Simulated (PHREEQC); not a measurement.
Dissolve 0.0011 mol/kgw HBr and 0.077 mol/kgw FeCl3 at 25 °C. Closed to the air; pH follows from the charge balance.

All values are PHREEQC results (ion-association model, wateq4f.dat), not measurements.

```csv
quantity,before,after
pH,1.88,3.09
Cl- (mol/kgw),0.184,0.00231
```

**Question.** Name the change that produced these shifts.
A. FeCl3 replaced by MgCl2 at the same molality
B. diluted 100-fold with water
C. diluted 10-fold with water
D. HBr from 0.0011 to 0.00011 mol/kgw
E. temperature from 25 to 40 °C

**Answer.** B, diluted 100-fold with water

Precipitation was switched off in this run. Some of these states are supersaturated (in Hematite (slow to form), Goethite (slow to form), Fe(OH)3(a), for instance).
